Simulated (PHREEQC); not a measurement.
**Reverse-osmosis permeate: an equilibrium model**

Synthetic water in mmol/kgw, 20 °C, pH 6.97, pe 0.9: Na 0.187; K 0.0458; Ca 0.00591; Mg 0.0411; Cl 0.0511; S(6) 0.0869; Alkalinity (meq/kgw) 0.0904; Mn(2) 0.00499; Si 0.000598; Sr 7.97e-05; Li 0.00186.

Valence states are taken as typed.

Computed with PHREEQC (ion-association model, phreeqc.dat).

Each row changes one thing in this solution. No solid was allowed to form.

```tsv
case	CO2 (mol/kgw)	MgSO4 (mol/kgw)	CaSO4 (mol/kgw)	MnSO4 (mol/kgw)	CO3-2 (mol/kgw)	MgHCO3+ (mol/kgw)	SI of Rhodochrosite (MnCO3)	SI of Quartz (SiO2)
as made	2.27e-5	5.91e-7	7.08e-8	5.59e-8	3.81e-8	3.81e-8	-1.70	-2.17
Mg from 0.0411 to 0.0205 mmol/kgw	[?]	2.98e-7	7.16e-8	5.66e-8	3.80e-8	1.91e-8	-1.70	-2.17
pH from 6.97 to 7.47 at the same alkalinity	[?]	5.91e-7	7.08e-8	5.56e-8	1.20e-7	3.79e-8	-1.21	-2.17
Li from 0.00186 to 0.00558 mmol/kgw	2.27e-5	5.90e-7	7.08e-8	5.59e-8	3.81e-8	3.81e-8	-1.70	-2.17
```

Q: Complete the blanks.

A: 
- Mg from 0.0411 to 0.0205 mmol/kgw, CO2 (mol/kgw): 2.28e-5
- pH from 6.97 to 7.47 at the same alkalinity, CO2 (mol/kgw): 7.16e-6
